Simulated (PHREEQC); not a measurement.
Consider water at 30 °C with 0.0028 mol KH2PO4, 0.039 mol KOH and 0.0016 mol NaHCO3 per kg of water. Closed to the air; pH follows from the charge balance.

Equilibrium calculation in PHREEQC: ion-association model, phreeqc.dat.

```yaml
pH: 12.25
ionic_strength: 0.0517 mol/kgw
specific_conductance: 9860 µS/cm
density: 0.998 g/cm³
total_alkalinity: 40.6 meq/kg
```

```tsv
species	molality	activity	log γ
K+	0.0418	0.0338	-0.092
OH-	0.0326	0.0263	-0.093
PO4-3	0.00201	0.000311	-0.810
Na+	0.00157	0.00129	-0.085
CO3-2	0.00156	0.000726	-0.333
HPO4-2	0.000762	0.000348	-0.340
```

Precipitation was switched off in this run.
